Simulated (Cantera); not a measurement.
Equilibrium for carbon deposition, reforming and gasification: n-butane + NH3 + N2

A closed system holds: 1 mol n-butane, 0.14 mol NH3, 21 mol N2, held at 58.0 mbar.

Cantera equilibrium calculation (NASA polynomials, part measured and part estimated; ideal gas, pure solids and liquids). Candidate condensed phases: C, C6H6, C7H8, C8H18; 110 gas species. Ions and electrons are included (thermal ionisation). Rates play no part.

```
T (K)   x N2    x H       x N       x C      x H2    x CN     x HCN      x C3  n C(graphite)
-----  -----  -----  --------  --------  --------  ------  --------  --------  -------------
3000   0.692  0.167   4.81e-5  0.000874    0.0651  0.0113    0.0424   0.00538           1.27
3250   0.647  0.234  0.000206   0.00497    0.0309  0.0260    0.0267    0.0160              0
3500   0.621  0.278  0.000725    0.0153    0.0128  0.0373    0.0111    0.0135              0
3750   0.601  0.294   0.00216    0.0344   0.00499  0.0433   0.00405   0.00708              0
4000   0.589  0.297   0.00565    0.0569   0.00201  0.0404   0.00131   0.00216              0
4250   0.580  0.296    0.0132    0.0744  0.000879  0.0321  0.000403  0.000450              0
4500   0.568  0.293    0.0282    0.0856  0.000415  0.0236  0.000127   8.30e-5              0
4750   0.547  0.288    0.0549    0.0922  0.000209  0.0169   4.20e-5   1.56e-5              0
5000   0.513  0.281    0.0986    0.0951  0.000111  0.0119   1.46e-5   3.14e-6              0
```
x: gas mole fraction; n: condensed amount in mol.

At 3000 K the condensed part is C(graphite). From 3250 K to 5000 K nothing is condensed. The main C-bearing gas is HCN at 3000 K and C at 5000 K.
